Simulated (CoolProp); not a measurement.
200 sccm (0 °C, 1 atm) of nitrogen bubbles through liquid octamethyltrisiloxane (MDM) at 332.5 K and leaves saturated at a total pressure of 0.0347 MPa (ideal gas phase). Each further row changes one setting.

Computed with CoolProp (reference Helmholtz-energy equation of state, Thol 2017).

```csv
case,vapour pressure (kPa),mole fraction of vapour,delivery (mg/min),delivery (sccm),change of delivery for a bath 1 K warmer (%)
as stated,3.53,0.102,?,22.7,5.7
bath temperature 337.5 K,4.50,0.130,315,?,?
total pressure 0.0694 MPa,3.53,?,113,?,5.3
```

### Question
Some entries are withheld; supply them.

### Answer

- as stated, delivery (mg/min): 239
- bath temperature 337.5 K, delivery (sccm): 29.8
- bath temperature 337.5 K, change of delivery for a bath 1 K warmer (%): 5.6
- total pressure 0.0694 MPa, mole fraction of vapour: 0.0509
- total pressure 0.0694 MPa, delivery (sccm): 10.7
